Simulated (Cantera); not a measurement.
A closed system holds: 1 mol Ti(OiPr)₄, 5.2 mol H₂, equilibrated at 2025 K and 810 Pa.

These are equilibrium values from Cantera (NASA tables, ideal gas, pure condensed phases), not measurements of a reactor. Candidate condensed phases: C, C₆H₆, C₇H₈, C₈H₁₈, H₂O, Ti, TiC, TiO, TiO₂, Ti₂O₃, Ti₃O₅, Ti₄O₇; 113 gas species. The feed counts by its element totals alone. TiC: taken at fixed stoichiometry. Rates play no part.

Base state: H₂ 0.809, CO 0.171, H 0.0192, C₂H₂ (acetylene) 0.000732 (mole fractions); condensed: C(graphite) + TiC(s).

Problem. What changes in the equilibrium state with this change: pressure from 810 Pa to 360 Pa?

Solution. 
```json
[
 {"species": "H₂", "before": "0.809", "after": "0.801"},
 {"species": "CO", "before": "0.171", "after": "0.170"},
 {"species": "H", "before": "0.0192", "after": "0.0287"},
 {"species": "C₂H₂ (acetylene)", "before": "0.000732", "after": "0.000725"},
 {"species": "C(graphite), mol", "before": "6.97", "after": "6.97"},
 {"species": "TiC(s), mol", "before": "1.000", "after": "1.000"}
]
```
